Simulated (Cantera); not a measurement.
Feed: 1 mol Ta(OEt)₅, 8.3 mol CO₂, equilibrated at 1752 °C and 1.00 bar.

Cantera equilibrium calculation (NASA polynomials, part measured and part estimated; ideal gas, pure solids and liquids). The feed counts by its element totals alone. The numbers say what is thermodynamically allowed, not how fast it happens.

```json
[
 {"species": "H₂", "before": "0.385", "after": "0.682"},
 {"species": "CO", "before": "0.587", "after": "0.315"},
 {"species": "H", "before": "0.00119", "after": "0.00159"},
 {"species": "H₂O", "before": "0.0196", "after": "2.29e-5"},
 {"species": "C₂H₂ (acetylene)", "before": "<1e-9", "after": "0.000617"},
 {"species": "CO₂", "before": "0.00638", "after": "2.26e-6"},
 {"species": "CH₄", "before": "7.26e-8", "after": "0.000185"},
 {"species": "Ta₂O₅(s), mol", "before": "0.500", "after": "0"},
 {"species": "C(graphite), mol", "before": "0", "after": "3.59"},
 {"species": "TaC(s), mol", "before": "0", "after": "1.00"}
]
```
Gas species are given as mole fractions.

Q: Which change was made?
(A) temperature from 1752 °C to 1227 °C
(B) CO₂ from 8.3 to 0.38 mol
(C) temperature from 1752 °C to 1902 °C
(D) temperature from 1752 °C to 902 °C

A: B, CO₂ from 8.3 to 0.38 mol. TaC: taken at fixed stoichiometry. Condensed phases not in the tables: Ta₂C
